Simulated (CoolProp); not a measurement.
A single-stage vapour-compression cycle with cyclohexane: evaporating at 306.15 K (dew point), condensing at 372.15 K (bubble point), superheat 10 K, subcooling 2 K, compressor efficiency 0.6, no pressure losses. Each further row changes one setting.

Computed with CoolProp (reference Helmholtz-energy equation of state, Zhou 2014).

```tsv
case	cooling COP	pressure ratio	discharge temperature (K)	refrigerating effect (kJ/kg)	volumetric capacity (kJ/m³)
as stated	2.21	9.21	396.9	269	161
evaporating temperature 311.15 K	2.49	7.49	394.6	276	200
condensing temperature 367.15 K	2.46	8.04	392.1	280	167
subcooling 7 K	2.30	9.21	396.9	280	167
superheat 20 K	2.26	9.21	406.6	283	164
compressor efficiency 0.5	1.84	9.21	410.1	269	161
```
